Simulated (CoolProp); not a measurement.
Vapour-liquid equilibrium of R134a (1) + R142b (2) at 0.955 bar; x and y are mole fractions of (1).

Values from CoolProp's multi-fluid Helmholtz-energy mixture model, Tillner-Roth 1994 and Lemmon 2006; pair parameters Bell 2016.

```csv
x,bubble temperature (°C),y at the bubble point,dew temperature at overall composition x (°C),liquid density (mol/L)
0.05,-12.3,0.111,-11.3,11.99
0.125,-14.5,0.251,-12.5,12.11
0.2,-16.5,0.366,-13.7,12.23
0.275,-18.2,0.461,-14.9,12.35
0.35,-19.6,0.542,-16.2,12.47
0.425,-20.9,0.612,-17.5,12.59
0.5,-22.1,0.674,-18.9,12.70
0.575,-23.1,0.730,-20.2,12.82
0.65,-24.0,0.781,-21.6,12.94
0.725,-24.9,0.829,-23.0,13.06
0.8,-25.6,0.875,-24.4,13.18
0.875,-26.3,0.921,-25.6,13.31
0.95,-27.0,0.968,-26.7,13.44
```

No azeotrope shows between x = 0.05 and 0.95.

The pair parameters rest on a limited set of measurements; away from them the model extrapolates.
